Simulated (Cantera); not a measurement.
An isothermal, constant-pressure homogeneous reactor starts with CH₄ : CO₂ = 1 : 0.98 (molar parts), at 1525 K and 0.770 atm. Integrator tolerance rtol = 1e-08.

Model: GRI-Mech 3.0 (53 species, 325 reactions), integrated in Cantera.

### Question
What does this change do: pressure from 0.770 atm to 9.87 atm?

### Answer
| quantity | before | after |
|---|---|---|
| x(CH₄) at 30.0 s | 0.0266 (gas-phase equilibrium 0.00401) | 0.0785 (gas-phase equilibrium 0.00822) |
| x(CO₂) at 30.0 s | 0.0255 (gas-phase equilibrium 1.11e-5) | 0.0268 (gas-phase equilibrium 0.000865) |
| x(H₂O₂) at 30.0 s | <1e-12 (gas-phase equilibrium <1e-12) | <1e-12 (gas-phase equilibrium <1e-12) |
| x(H₂) at 30.0 s | 0.411 (gas-phase equilibrium 0.498) | 0.367 (gas-phase equilibrium 0.492) |
| x(C₂H₆) at 30.0 s | 5.84e-6 (gas-phase equilibrium 1.21e-7) | 6.26e-5 (gas-phase equilibrium 5.14e-7) |

### Question
What does this change do: temperature 1525 to 1750 K?

### Answer
| quantity | before | after |
|---|---|---|
| x(CH₄) at 30.0 s | 0.0266 (gas-phase equilibrium 0.00401) | 0.00132 (gas-phase equilibrium 0.00104) |
| x(CO₂) at 30.0 s | 0.0255 (gas-phase equilibrium 1.11e-5) | 0.000467 (gas-phase equilibrium 3.28e-6) |
| x(H₂O₂) at 30.0 s | <1e-12 (gas-phase equilibrium <1e-12) | <1e-12 (gas-phase equilibrium <1e-12) |
| x(H₂) at 30.0 s | 0.411 (gas-phase equilibrium 0.498) | 0.499 (gas-phase equilibrium 0.501) |
| x(C₂H₆) at 30.0 s | 5.84e-6 (gas-phase equilibrium 1.21e-7) | 2.65e-8 (gas-phase equilibrium 1.71e-8) |
